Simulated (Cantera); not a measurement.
A perfectly stirred reactor is fed with CO : H₂ : CH₄ : O₂ : N₂ = 1 : 0.29 : 0.27 : 0.697 : 2.62 (molar parts), equivalence ratio 1.7, at 1130 Torr; it is adiabatic with a 650 K inlet, and is followed from long to short residence time, starting on the burning branch (τ in s: 0.41, 0.14, 0.05, 0.018, 0.0061, 0.0021, 0.00074, 0.00026, 9e-05, 3.1e-05).

Cantera simulation using GRI-Mech 3.0 (53 species, 325 reactions); the numbers are that mechanism's predictions, not measurements.

### Question
What does this change do: pressure from 1130 Torr to 3750 Torr?

### Answer
```tsv
quantity	before	after
blow-out, bracketed by the residence times tried	burning at 31.0 µs, the shortest tried	burning at 31.0 µs, the shortest tried
x(CO) at τ = 0.410 s	0.167	0.167
x(H₂) at τ = 0.410 s	0.0395	0.0395
x(CH₄) at τ = 0.410 s	1.64e-6	1.78e-6
x(HCN) at τ = 0.410 s	3.51e-7	2.54e-7
x(OH) at τ = 0.410 s	0.000966	0.000521
x(CO) at τ = 2.10 ms	0.166	0.167
x(H₂) at τ = 2.10 ms	0.0395	0.0394
x(CH₄) at τ = 2.10 ms	2.59e-5	4.13e-5
x(HCN) at τ = 2.10 ms	4.88e-6	1.01e-5
x(OH) at τ = 2.10 ms	0.00399	0.00156
```
